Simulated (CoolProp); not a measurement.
Vapour-liquid equilibrium of ethylene (1) + carbon dioxide (2) at 2.15 MPa; x and y are mole fractions of (1).

Values from CoolProp's multi-fluid Helmholtz-energy mixture model, Smukala 2000 and Span 1996; pair parameters Bell 2016.

```
x     bubble temperature, mixture model (K)  bubble temperature, Raoult's law (K)  y, mixture model  y, Raoult's law
----  -------------------------------------  ------------------------------------  ----------------  ---------------
0.05                                  254.1                                 255.6             0.088            0.063
0.15                                  251.3                                 254.7             0.227            0.184
0.25                                  249.3                                 253.8             0.333            0.299
0.35                                  247.9                                 252.9             0.422            0.409
0.45                                  246.9                                 252.0             0.503            0.514
0.55                                  246.3                                 251.1             0.582            0.613
0.65                                  245.9                                 250.2             0.662            0.708
0.75                                  245.8                                 249.3             0.747            0.797
0.85                                  246.0                                 248.4             0.840            0.882
0.95                                  246.6                                 247.4             0.944            0.962
```

The largest gap from Raoult's law is -5.1 K in bubble temperature, at x = 0.45. y crosses x between x = 0.65 and 0.75: the model has an azeotrope there.

The pair parameters rest on a limited set of measurements; away from them the model extrapolates.
